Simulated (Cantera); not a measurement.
**N2O furnace oxynitridation**

An isothermal, constant-pressure homogeneous reactor starts with 2.58 % N2O, 0.581 % H2, 96.8 % N2, at 1323 K and 1330 Pa.

Detailed kinetics in Cantera: GRI-Mech 3.0 (53 species, 325 reactions). GRI-Mech 3.0 was tuned for natural gas; its chemistry of N2O as a main component is partial and can be far from experiment. Radical loss at walls, strong at low pressure, is not modelled. The mechanism lacks 2 NO + O2 → 2 NO2 and HONO, so NO2 and the effect of NO are under-described below about 1400 K.

| t (s) | x N2O | x H2 | x NO | x NO2 | x O2 | x H2O2 |
|---|---|---|---|---|---|---|
| 1.00e-5 | 0.0258 | 0.00581 | 1.21e-12 | <1e-12 | 3.19e-12 | <1e-12 |
| 3.64e-5 | 0.0258 | 0.00581 | 1.60e-11 | <1e-12 | 4.17e-11 | <1e-12 |
| 0.000133 | 0.0258 | 0.00581 | 2.13e-10 | <1e-12 | 5.40e-10 | <1e-12 |
| 0.000484 | 0.0258 | 0.00581 | 2.89e-9 | <1e-12 | 6.59e-9 | <1e-12 |
| 0.00176 | 0.0258 | 0.00581 | 4.21e-8 | <1e-12 | 6.63e-8 | <1e-12 |
| 0.00643 | 0.0258 | 0.00579 | 6.49e-7 | 3.02e-12 | 4.36e-7 | 1.99e-11 |
| 0.0234 | 0.0256 | 0.00558 | 8.44e-6 | 4.72e-10 | 2.06e-6 | 1.89e-10 |
| 0.0854 | 0.0237 | 0.00381 | 6.25e-5 | 2.70e-9 | 1.28e-5 | 2.46e-10 |
| 0.311 | 0.0198 | 0.000207 | 0.000176 | 1.76e-7 | 0.000130 | 3.38e-10 |
| 1.13 | 0.0184 | 1.26e-6 | 0.000294 | 1.84e-6 | 0.000624 | 2.24e-10 |
| 4.13 | 0.0149 | 1.16e-6 | 0.000649 | 2.25e-6 | 0.00219 | 1.54e-10 |
| 15.1 | 0.00693 | 1.35e-6 | 0.00141 | 1.30e-6 | 0.00576 | 1.05e-10 |
| 54.9 | 0.000448 | 1.50e-6 | 0.00196 | 2.00e-7 | 0.00870 | 7.95e-11 |
| 200 | 5.58e-7 | 1.02e-7 | 0.00200 | 3.83e-7 | 0.00891 | 5.94e-12 |
x: mole fraction; the columns are a selection and need not sum to one.

Equilibrium at this temperature and pressure: N2O 9.44e-10, H2 6.55e-8, NO 0.000112, NO2 2.75e-8, O2 0.00985, H2O2 4.30e-12 (gas phase only).
